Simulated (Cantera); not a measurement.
# Pyrogenic steam for wet oxidation

An isothermal, constant-pressure homogeneous reactor starts with H2 : O2 : N2 = 1.9 : 1 : 11 (molar parts), equivalence ratio 0.95, at 825 K and 0.132 atm.

Detailed kinetics in Cantera: GRI-Mech 3.0 (53 species, 325 reactions). Radical loss at walls, strong at low pressure, is not modelled. Below about 950 K walls govern HO2 and H2O2 in real vessels. The temperature is held fixed by assumption; the heat of reaction is taken as removed at once.

```csv
t (s),x H2,x O2,x NO,x H,x H2O2
9.00e-6,0.137,0.0719,<1e-12,<1e-12,<1e-12
3.54e-5,0.137,0.0719,<1e-12,<1e-12,<1e-12
0.000139,0.137,0.0719,<1e-12,<1e-12,<1e-12
0.000548,0.137,0.0719,<1e-12,1.64e-12,<1e-12
0.00216,0.137,0.0719,<1e-12,1.15e-11,<1e-12
0.00849,0.137,0.0719,<1e-12,8.68e-10,3.81e-12
0.0334,0.0382,0.0233,6.97e-8,0.00216,1.00e-7
0.131,0.00855,0.00812,8.16e-8,3.04e-5,8.80e-8
0.517,0.00650,0.00710,7.40e-8,5.05e-7,1.05e-6
2.03,0.00646,0.00707,3.28e-8,2.27e-8,3.34e-6
8.00,0.00622,0.00695,5.11e-8,7.67e-8,7.60e-6
```
x: mole fraction; the columns are a selection and need not sum to one.

Equilibrium at this temperature and pressure: H2 1.04e-12, O2 0.00386, NO 4.30e-7, H <1e-12, H2O2 <1e-12 (gas phase only).
